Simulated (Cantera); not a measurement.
Charge: 1 mol Si2H6, 1.8 mol O2, 180 mol N2, 18 mol H2O, held at 1330 Pa.

Method: chemical equilibrium by Gibbs-energy minimisation in Cantera with the NASA 1993 tables (ideal gas, pure condensed phases). Candidate condensed phases: H2O, Si, SiO2, Si2N2O, Si3N4; 35 gas species. The feed counts by its element totals alone. The tables hold silica as quartz up to 1696 K and as liquid above; real silica turns to tridymite and cristobalite and melts near 1996 K. Kinetics and transport are ignored. All values below are at 1675 °C.

Base state: N2 0.894, H2O 0.0869, H2 0.0164, H 0.00125, OH 0.000600, SiO 0.000443, NO 0.000136, O2 7.79e-5 (mole fractions); condensed: SiO2(condensed).

Task: What changes in the equilibrium state with this change: O2 from 1.8 to 19 mol?

Result: 
| species | before | after |
|---|---|---|
| N2 | 0.894 | 0.828 |
| H2O | 0.0869 | 0.0944 |
| O2 | 7.79e-5 | 0.0685 |
| H2 | 0.0164 | 0.000602 |
| SiO | 0.000443 | 1.49e-5 |
| O | 3.39e-5 | 0.00101 |
| NO | 0.000136 | 0.00387 |
| SiO2(condensed), mol | 1.91 | 2.00 |
